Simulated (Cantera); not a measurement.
An isothermal, constant-pressure homogeneous reactor starts with CH₄ : H₂O = 1 : 4.6 (molar parts), at 1450 K and 100000 Pa.

Cantera simulation using GRI-Mech 3.0 (53 species, 325 reactions); the numbers are that mechanism's predictions, not measurements.

**Question.** Predict: x(CH₄) at 3.00 s; x(H₂O) at 3.00 s; x(CH₂CO) at 3.00 s; x(C₂H₂) at 3.00 s; x(H₂) at 3.00 s.

**Answer.** 
```
Property                                            Result
------------------  --------------------------------------
x(CH₄) at 3.00 s    0.0547 (gas-phase equilibrium 1.40e-7)
x(H₂O) at 3.00 s       0.684 (gas-phase equilibrium 0.435)
x(CH₂CO) at 3.00 s  2.60e-5 (gas-phase equilibrium <1e-12)
x(C₂H₂) at 3.00 s    0.0352 (gas-phase equilibrium <1e-12)
x(H₂) at 3.00 s        0.198 (gas-phase equilibrium 0.434)
```
